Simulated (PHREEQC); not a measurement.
A column of 0.5 m (40 cells, dispersivity 0.025 m, 720 s a shift, diffusion coefficient 3e-10 m²/s) holds 0.0097 eq of the database's cation exchanger X per kg of pore water, first in equilibrium with 12 mmol/kgw LiCl, 2.2 mmol/kgw CdCl2 and 0.01 mmol/kgw HCl. It is flushed with 0.0039 mol/kgw CdCl2, 0.0038 mol/kgw KCl and 1e-05 mol/kgw HCl, at 15 °C. Values are for the last cell. No CO2 enters from the air. Precipitation was switched off in this run.

Base run: PHREEQC, ion-association model, phreeqc.dat. Each further column changes one thing. The table gives Li in solution (mol/kgw).

```json
[
 {"pore volumes": "0", "base": "0.0120", "exchange capacity from 0.0097 to 0.0049 eq/kgw": "0.0120", "dispersivity from 0.025 to 0.05 m": "0.0120"},
 {"pore volumes": "0.2625", "base": "0.0120", "exchange capacity from 0.0097 to 0.0049 eq/kgw": "0.0120", "dispersivity from 0.025 to 0.05 m": "0.0120"},
 {"pore volumes": "0.6375", "base": "0.0114", "exchange capacity from 0.0097 to 0.0049 eq/kgw": "0.0112", "dispersivity from 0.025 to 0.05 m": "0.0104"},
 {"pore volumes": "0.8875", "base": "0.00843", "exchange capacity from 0.0097 to 0.0049 eq/kgw": "?", "dispersivity from 0.025 to 0.05 m": "0.00738"},
 {"pore volumes": "1.262", "base": "0.00309", "exchange capacity from 0.0097 to 0.0049 eq/kgw": "0.00262", "dispersivity from 0.025 to 0.05 m": "?"},
 {"pore volumes": "1.512", "base": "0.00126", "exchange capacity from 0.0097 to 0.0049 eq/kgw": "0.00102", "dispersivity from 0.025 to 0.05 m": "?"},
 {"pore volumes": "1.887", "base": "0.000277", "exchange capacity from 0.0097 to 0.0049 eq/kgw": "0.000210", "dispersivity from 0.025 to 0.05 m": "0.000720"},
 {"pore volumes": "2.138", "base": "9.44e-5", "exchange capacity from 0.0097 to 0.0049 eq/kgw": "6.86e-5", "dispersivity from 0.025 to 0.05 m": "0.000372"},
 {"pore volumes": "2.513", "base": "1.77e-5", "exchange capacity from 0.0097 to 0.0049 eq/kgw": "1.20e-5", "dispersivity from 0.025 to 0.05 m": "0.000136"},
 {"pore volumes": "2.763", "base": "5.65e-6", "exchange capacity from 0.0097 to 0.0049 eq/kgw": "3.68e-6", "dispersivity from 0.025 to 0.05 m": "6.90e-5"},
 {"pore volumes": "3.138", "base": "9.94e-7", "exchange capacity from 0.0097 to 0.0049 eq/kgw": "6.07e-7", "dispersivity from 0.025 to 0.05 m": "2.49e-5"},
 {"pore volumes": "3.388", "base": "3.09e-7", "exchange capacity from 0.0097 to 0.0049 eq/kgw": "1.81e-7", "dispersivity from 0.025 to 0.05 m": "1.26e-5"},
 {"pore volumes": "3.763", "base": "5.28e-8", "exchange capacity from 0.0097 to 0.0049 eq/kgw": "2.90e-8", "dispersivity from 0.025 to 0.05 m": "4.50e-6"},
 {"pore volumes": "4.013", "base": "1.62e-8", "exchange capacity from 0.0097 to 0.0049 eq/kgw": "8.51e-9", "dispersivity from 0.025 to 0.05 m": "?"}
]
```

Question: Some entries are withheld; supply them.

Answer: 
- 0.8875, exchange capacity from 0.0097 to 0.0049 eq/kgw: 0.00778
- 1.262, dispersivity from 0.025 to 0.05 m: 0.00342
- 1.512, dispersivity from 0.025 to 0.05 m: 0.00188
- 4.013, dispersivity from 0.025 to 0.05 m: 2.27e-6
